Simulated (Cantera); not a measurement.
Feed: 1 mol HBr, 0.16 mol O2, 35 mol N2, at 3150 K and 96.0 bar.

These are equilibrium values from Cantera (NASA tables, ideal gas, pure condensed phases), not measurements of a reactor. The ideal-gas law is rough above about 30 bar. Rates play no part.

```json
[
 {"species": "N2", "before": "0.960", "after": "0.970"},
 {"species": "HBr", "before": "0.00820", "after": "0.0103"},
 {"species": "H2O", "before": "0.00544", "after": "0.00870"},
 {"species": "Br", "before": "0.0191", "after": "0.00494"},
 {"species": "Br2", "before": "7.85e-5", "after": "0.00623"},
 {"species": "H", "before": "0.00138", "after": "1.04e-8"},
 {"species": "O", "before": "0.000251", "after": "2.01e-8"},
 {"species": "H2", "before": "0.00303", "after": "1.31e-6"},
 {"species": "OH", "before": "0.000916", "after": "3.10e-6"},
 {"species": "NO", "before": "0.00182", "after": "4.46e-5"},
 {"species": "O2", "before": "0.000177", "after": "6.06e-5"}
]
```
Gas species are given as mole fractions.

**Question.** Name the change that produced these shifts.
A) N2 from 35 to 5.6 mol
B) temperature from 3150 K to 1648 K
C) N2 from 35 to 2.5 mol
D) temperature from 3150 K to 2525 K

**Answer.** B, temperature from 3150 K to 1648 K
